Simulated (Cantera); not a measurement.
Input: 1 mol AlN, 5.9 mol N₂, held at 0.220 bar.

Equilibrium computed with Cantera from the NASA thermochemical tables; the gas is ideal and each condensed phase is pure. Candidate condensed phases: Al, AlN; 5 gas species. Kinetics and transport are ignored.

Q: What share of the Al ends up in condensed phases as a function of T (K), at 1823, 1898, 1973, 2048, 2123, 2198, 2273, 2348, 2423, 2498, 2573?

A: 
```
T (K)  Al condensed (%)      as
-----  ----------------  ------
1823              100.0  AlN(s)
1898              100.0  AlN(s)
1973               99.9  AlN(s)
2048               99.7  AlN(s)
2123               98.9  AlN(s)
2198               96.4  AlN(s)
2273               88.5  AlN(s)
2348               64.2  AlN(s)
2423                0.0       -
2498                0.0       -
2573                0.0       -
```
